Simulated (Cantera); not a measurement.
# Thermodynamics of boron, boron nitride and boron oxide, feed BF3 + N2 + H2 + O2

Input: 1 mol BF3, 0.46 mol N2, 89 mol H2, 0.14 mol O2, at 0.100 bar.

Method: chemical equilibrium by Gibbs-energy minimisation in Cantera with the NASA 1993 tables (ideal gas, pure condensed phases). Candidate condensed phases: B, BN, B2O3, B3O3H3, H2O; 62 gas species. N2 is the only nitrogen source here; it is nearly inert below about 1500 K, so the nitride shown seldom forms there in practice. The tables' values for BF2 are old estimates; treat these amounts as uncertain. Rates play no part.

From 1177 °C to 1377 °C the condensed part is BN(s). From 1427 °C to 1527 °C nothing is condensed. The main B-bearing gas is BF3 throughout.

```csv
T (°C),x H2,x HF,x BF3,x N2,x BOF,x BF2,x BHF2,x H,n BN(s)
1177,0.977,0.00756,0.00712,0.00493,0.00298,7.41e-5,0.000503,2.96e-5,0.0254
1227,0.976,0.00791,0.00686,0.00492,0.00299,0.000143,0.000647,5.50e-5,0.0278
1277,0.976,0.00824,0.00655,0.00492,0.00297,0.000263,0.000814,9.84e-5,0.0268
1327,0.976,0.00853,0.00620,0.00496,0.00295,0.000459,0.000998,0.000170,0.0203
1377,0.975,0.00876,0.00576,0.00504,0.00292,0.000763,0.00119,0.000284,0.00505
1427,0.974,0.00945,0.00517,0.00506,0.00289,0.00112,0.00128,0.000460,0
1477,0.973,0.0104,0.00449,0.00506,0.00286,0.00151,0.00129,0.000725,0
1527,0.971,0.0116,0.00376,0.00506,0.00283,0.00189,0.00122,0.00112,0
```
x: gas mole fraction; n: condensed amount in mol.
